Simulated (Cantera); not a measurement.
**Equilibrium for hydrogen reduction and annealing atmospheres: NiS + H2**

Input: 1 mol NiS, 1700 mol H2, at 0.00770 bar.

These are equilibrium values from Cantera (NASA tables, ideal gas, pure condensed phases), not measurements of a reactor. Candidate condensed phases: Ni, NiS, NiS2, Ni3S2, Ni3S4, S; 9 gas species. Rates play no part.

```csv
T (K),x H2,x H,x H2S,x Ni,x SH,x S,x S2,x NiS,n Ni(s)
1050,0.999,9.24e-8,0.000588,3.21e-12,1.04e-7,2.25e-11,6.83e-9,<1e-12,1.00
1150,0.999,8.50e-7,0.000588,2.21e-10,5.35e-7,4.75e-10,4.11e-8,2.48e-11,1.00
1250,0.999,5.51e-6,0.000586,7.67e-9,2.12e-6,6.16e-9,1.85e-7,5.70e-10,1.000
1350,0.999,2.72e-5,0.000580,1.56e-7,6.79e-6,5.45e-8,6.60e-7,8.11e-9,1.000
1450,0.999,0.000108,0.000566,2.09e-6,1.82e-5,3.52e-7,1.91e-6,7.81e-8,0.996
1550,0.999,0.000359,0.000535,1.98e-5,4.17e-5,1.73e-6,4.51e-6,5.39e-7,0.965
1650,0.998,0.00103,0.000480,0.000142,8.12e-5,6.60e-6,8.54e-6,2.76e-6,0.753
1750,0.996,0.00265,0.000400,0.000579,0.000134,1.99e-5,1.26e-5,7.61e-6,0
1850,0.993,0.00612,0.000310,0.000581,0.000192,4.86e-5,1.50e-5,4.93e-6,0
1950,0.986,0.0130,0.000220,0.000581,0.000237,9.68e-5,1.40e-5,2.97e-6,0
2050,0.973,0.0255,0.000143,0.000579,0.000254,0.000161,1.04e-5,1.67e-6,0
```
x: gas mole fraction; n: condensed amount in mol.

From 1050 K to 1650 K the condensed part is Ni(s). From 1750 K to 2050 K nothing is condensed.
